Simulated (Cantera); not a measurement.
Input (Python, Cantera):

```python
import numpy as np
import cantera as ct

gas = ct.Solution("gri30.yaml")


def delay(T, t_max=10):
    gas.TPX = T, 100000, {'CH4': 1, 'O2': 2.94, 'N2': 11.1}
    reactor = ct.IdealGasReactor(gas, clone=False)
    net = ct.ReactorNet([reactor])
    net.rtol, net.atol = 1e-8, 1e-16
    while net.time < t_max:
        t_old, T_old = net.time, reactor.T
        net.step()
        if reactor.T > T + 400:  # ignition: a rise of 400 K
            return t_old + (T + 400 - T_old) / (reactor.T - T_old) * (net.time - t_old)
    return np.nan


taus = []
for T in [1223, 1273, 1323, 1373, 1423, 1473]:
    taus.append(delay(T))
    print(f"T0 = {T:6g} K   tau = {taus[-1]:.4e} s")
```

It prints:

```
T0 =   1223 K   tau = 2.6102e-02 s
T0 =   1273 K   tau = 1.3192e-02 s
T0 =   1323 K   tau = 6.9282e-03 s
T0 =   1373 K   tau = 3.7839e-03 s
T0 =   1423 K   tau = 2.1526e-03 s
T0 =   1473 K   tau = 1.2775e-03 s
```

Cantera simulation using GRI-Mech 3.0 (53 species, 325 reactions); the numbers are that mechanism's predictions, not measurements.
